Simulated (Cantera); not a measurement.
# Moist CO burnout

An isothermal, constant-pressure homogeneous reactor starts with 0.110 % CO, 0.120 % O2, 0.0608 % H2O, 99.7 % N2, equivalence ratio 0.46, at 1323 K and 660 Torr.

Model: GRI-Mech 3.0 (53 species, 325 reactions), integrated in Cantera.

```json
[
 {"t (s)": "4.00e-6", "x CO": "0.00110", "x O2": "0.00120", "x H2O": "0.000608", "x H": "<1e-12", "x H2": "<1e-12", "x NO": "<1e-12", "x HO2": "<1e-12"},
 {"t (s)": "1.02e-5", "x CO": "0.00110", "x O2": "0.00120", "x H2O": "0.000608", "x H": "<1e-12", "x H2": "<1e-12", "x NO": "<1e-12", "x HO2": "<1e-12"},
 {"t (s)": "2.61e-5", "x CO": "0.00110", "x O2": "0.00120", "x H2O": "0.000608", "x H": "<1e-12", "x H2": "<1e-12", "x NO": "<1e-12", "x HO2": "<1e-12"},
 {"t (s)": "6.66e-5", "x CO": "0.00110", "x O2": "0.00120", "x H2O": "0.000608", "x H": "<1e-12", "x H2": "<1e-12", "x NO": "<1e-12", "x HO2": "<1e-12"},
 {"t (s)": "0.000170", "x CO": "0.00110", "x O2": "0.00120", "x H2O": "0.000608", "x H": "<1e-12", "x H2": "<1e-12", "x NO": "<1e-12", "x HO2": "<1e-12"},
 {"t (s)": "0.000434", "x CO": "0.00110", "x O2": "0.00120", "x H2O": "0.000608", "x H": "3.19e-12", "x H2": "<1e-12", "x NO": "<1e-12", "x HO2": "1.79e-12"},
 {"t (s)": "0.00111", "x CO": "0.00110", "x O2": "0.00120", "x H2O": "0.000608", "x H": "2.56e-11", "x H2": "1.89e-12", "x NO": "<1e-12", "x HO2": "5.81e-12"},
 {"t (s)": "0.00283", "x CO": "0.00110", "x O2": "0.00120", "x H2O": "0.000608", "x H": "2.00e-10", "x H2": "3.72e-11", "x NO": "<1e-12", "x HO2": "4.18e-11"},
 {"t (s)": "0.00722", "x CO": "0.00110", "x O2": "0.00120", "x H2O": "0.000608", "x H": "3.41e-9", "x H2": "1.17e-9", "x NO": "<1e-12", "x HO2": "8.63e-10"},
 {"t (s)": "0.0184", "x CO": "0.00108", "x O2": "0.00119", "x H2O": "0.000606", "x H": "1.68e-6", "x H2": "6.97e-7", "x NO": "2.19e-11", "x HO2": "1.35e-7"},
 {"t (s)": "0.0471", "x CO": "0.000333", "x O2": "0.000804", "x H2O": "0.000553", "x H": "4.88e-5", "x H2": "2.09e-5", "x NO": "1.68e-7", "x HO2": "1.72e-7"},
 {"t (s)": "0.120", "x CO": "5.01e-5", "x O2": "0.000670", "x H2O": "0.000598", "x H": "3.88e-6", "x H2": "4.40e-6", "x NO": "2.96e-7", "x HO2": "9.12e-8"},
 {"t (s)": "0.307", "x CO": "8.00e-6", "x O2": "0.000651", "x H2O": "0.000606", "x H": "3.04e-7", "x H2": "7.87e-7", "x NO": "3.26e-7", "x HO2": "2.95e-8"},
 {"t (s)": "0.783", "x CO": "1.22e-6", "x O2": "0.000648", "x H2O": "0.000608", "x H": "3.04e-8", "x H2": "1.62e-7", "x NO": "3.35e-7", "x HO2": "6.11e-9"},
 {"t (s)": "2.00", "x CO": "2.12e-7", "x O2": "0.000648", "x H2O": "0.000608", "x H": "4.04e-9", "x H2": "4.09e-8", "x NO": "3.37e-7", "x HO2": "1.18e-9"}
]
```
x: mole fraction; the columns are a selection and need not sum to one.

Equilibrium at this temperature and pressure: CO 1.12e-8, O2 0.000634, H2O 0.000608, H 9.87e-11, H2 3.36e-9, NO 2.85e-5, HO2 4.52e-11 (gas phase only).
